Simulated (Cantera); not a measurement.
A freely propagating, adiabatic, planar premixed flame of CH3OH : O2 : N2 = 1 : 1.15 : 3.46 (molar parts), equivalence ratio 1.3, unburnt at 475 K and 0.987 atm; mixture-averaged transport, grid criteria slope 0.08 and curve 0.16, no radiation.

Computed with Cantera and GRI-Mech 3.0 (53 species, 325 reactions). GRI-Mech 3.0 was tuned for natural gas; its chemistry of methanol as a main component is partial and can be far from experiment. Burning velocities carry a grid error of a few per cent, more on coarse grids.

**Question.** How do the results move with these cheaper or finer settings: unity-Lewis-number transport; multicomponent transport; multicomponent+Soret transport; grid criteria slope 0.5, curve 1; grid criteria slope 0.25, curve 0.5; grid criteria slope 0.03, curve 0.06?

**Answer.** 
| setting | laminar burning velocity | thermal thickness | peak x(O) | peak x(C2H6) | grid points |
|---|---|---|---|---|---|
| as above | 133 cm/s | 0.206 mm | 0.00381 | 1.52e-6 | 147 |
| unity-Lewis-number transport | 81.0 cm/s | 0.304 mm | 0.00440 | 1.57e-6 | 144 |
| multicomponent transport | 133 cm/s | 0.210 mm | 0.00381 | 1.53e-6 | 148 |
| multicomponent+Soret transport | 131 cm/s | 0.211 mm | 0.00382 | 1.46e-6 | 148 |
| grid criteria slope 0.5, curve 1 | 153 cm/s | 0.232 mm | 0.00427 | 1.57e-6 | 39 |
| grid criteria slope 0.25, curve 0.5 | 141 cm/s | 0.216 mm | 0.00401 | 1.54e-6 | 64 |
| grid criteria slope 0.03, curve 0.06 | 130 cm/s | 0.205 mm | 0.00374 | 1.50e-6 | 326 |
The base run took about 12 core-seconds (a rough figure).
Unity Lewis numbers drop preferential diffusion, which matters most where H2 and H carry the flame; Soret adds thermal diffusion.
